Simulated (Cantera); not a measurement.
Charge: 1 mol MgO, 4.7 mol HF, 4.4 mol O2, at 1048.15 K and 0.00980 bar.

Cantera equilibrium calculation (NASA polynomials, part measured and part estimated; ideal gas, pure solids and liquids). Candidate condensed phases: H2O, Mg, MgF2, MgO, Mg(OH)2; 31 gas species. Rates play no part.

Base state: O2 0.543, HF 0.333, H2O 0.123 (mole fractions); condensed: MgF2(s).

Q: What changes in the equilibrium state with this change: temperature from 1048.15 K to 1600 K?

A: 
```
species        before     after
------------  -------  --------
O2              0.543     0.483
HF              0.333     0.477
MgF2          1.23e-8    0.0199
H2O             0.123    0.0198
O             4.73e-9  0.000102
F               <1e-9   1.02e-5
OH            1.26e-6  0.000308
MgF2(s), mol     1.00         0
MgO(s), mol         0     0.819
```
